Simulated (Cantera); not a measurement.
A Cantera script and what it prints.

```python
import numpy as np
import cantera as ct

gas_names = [...]  # 87 gases of nasa_gas.yaml made of C, H, Si
cond_names = """
    C(gr) C6H6(L) C7H8(L) C8H18(L),n-octa Si(cr) Si(L) SiC(b)
""".split()


# ... load() reads the species with a 1 bar reference pressure and builds the phases ...
atoms = {
    'Si(CH3)4': {'Si': 1, 'C': 4, 'H': 12},
    'H2': {'H': 2},
}
top_T = {'C(gr)': 4500, 'SiC(b)': 3050}  # K; cautious upper limits of use, not melting points


# ... equilibrate(T, P, feed) seeds the gas with the atoms and calls Mixture.equilibrate('TP', solver="vcs", rtol=1e-11, max_steps=5000) ...
results = []
T = 2398.15  # K
P = 6900  # Pa
for m in [1, 1.7, 2.8, 4.7, 8, 13, 22, 38, 63, 110, 180, 300]:
    feed = {'Si(CH3)4': 1, 'H2': m}  # mol
    mix = equilibrate(T, P, feed)
    results.append((T, P, feed, dict(zip(mix.species_names, mix.species_moles))))
    x = sorted(zip(gas.X, gas.species_names), reverse=True)
    print(f"T = {T:g} K  P = {P:g} Pa  n(H2) = {m:g} mol  gas = {mix.phase_moles(0):.4g} mol")
    print("   x: " + "  ".join(f"{s} {v:.3e}" for v, s in x if v > 0.001))
    print("   condensed (mol): " + ("  ".join(f"{mix.phase(i).name} {mix.phase_moles(i):.4g}"
          for i in range(1, mix.n_phases) if mix.phase_moles(i) > 1e-12) or "none"))
```

It prints:

```
T = 2398.15 K  P = 6900 Pa  n(H2) = 1 mol  gas = 7.267 mol
   x: H2 9.276e-01  H 5.781e-02  C2H2,acetylene 6.412e-03  Si 5.800e-03  SiC2 1.107e-03
   condensed (mol): C(gr) 2.949  SiC(b) 0.9361
T = 2398.15 K  P = 6900 Pa  n(H2) = 1.7 mol  gas = 7.993 mol
   x: H2 9.276e-01  H 5.781e-02  C2H2,acetylene 6.412e-03  Si 5.800e-03  SiC2 1.107e-03
   condensed (mol): C(gr) 2.944  SiC(b) 0.9297
T = 2398.15 K  P = 6900 Pa  n(H2) = 2.8 mol  gas = 9.135 mol
   x: H2 9.276e-01  H 5.781e-02  C2H2,acetylene 6.412e-03  Si 5.800e-03  SiC2 1.107e-03
   condensed (mol): C(gr) 2.936  SiC(b) 0.9196
T = 2398.15 K  P = 6900 Pa  n(H2) = 4.7 mol  gas = 11.11 mol
   x: H2 9.276e-01  H 5.781e-02  C2H2,acetylene 6.412e-03  Si 5.800e-03  SiC2 1.107e-03
   condensed (mol): C(gr) 2.922  SiC(b) 0.9023
T = 2398.15 K  P = 6900 Pa  n(H2) = 8 mol  gas = 14.53 mol
   x: H2 9.276e-01  H 5.781e-02  C2H2,acetylene 6.412e-03  Si 5.800e-03  SiC2 1.107e-03
   condensed (mol): C(gr) 2.898  SiC(b) 0.8722
T = 2398.15 K  P = 6900 Pa  n(H2) = 13 mol  gas = 19.72 mol
   x: H2 9.276e-01  H 5.781e-02  C2H2,acetylene 6.412e-03  Si 5.800e-03  SiC2 1.107e-03
   condensed (mol): C(gr) 2.861  SiC(b) 0.8265
T = 2398.15 K  P = 6900 Pa  n(H2) = 22 mol  gas = 29.07 mol
   x: H2 9.276e-01  H 5.781e-02  C2H2,acetylene 6.412e-03  Si 5.800e-03  SiC2 1.107e-03
   condensed (mol): C(gr) 2.796  SiC(b) 0.7443
T = 2398.15 K  P = 6900 Pa  n(H2) = 38 mol  gas = 45.68 mol
   x: H2 9.276e-01  H 5.781e-02  C2H2,acetylene 6.412e-03  Si 5.800e-03  SiC2 1.107e-03
   condensed (mol): C(gr) 2.679  SiC(b) 0.5982
T = 2398.15 K  P = 6900 Pa  n(H2) = 63 mol  gas = 71.63 mol
   x: H2 9.276e-01  H 5.781e-02  C2H2,acetylene 6.412e-03  Si 5.800e-03  SiC2 1.107e-03
   condensed (mol): C(gr) 2.496  SiC(b) 0.3699
T = 2398.15 K  P = 6900 Pa  n(H2) = 110 mol  gas = 120.4 mol
   x: H2 9.280e-01  H 5.782e-02  C2H2,acetylene 6.415e-03  Si 5.517e-03  SiC2 1.053e-03
   condensed (mol): C(gr) 2.114
T = 2398.15 K  P = 6900 Pa  n(H2) = 180 mol  gas = 192.5 mol
   x: H2 9.307e-01  H 5.791e-02  C2H2,acetylene 6.433e-03  Si 3.628e-03
   condensed (mol): C(gr) 1.179
T = 2398.15 K  P = 6900 Pa  n(H2) = 300 mol  gas = 316.1 mol
   x: H2 9.331e-01  H 5.798e-02  C2H2,acetylene 5.810e-03  Si 2.329e-03
   condensed (mol): none
```

Equilibrium computed with Cantera from the NASA thermochemical tables; the gas is ideal and each condensed phase is pure. Gases not in the tables: Si2H6 and higher silanes.
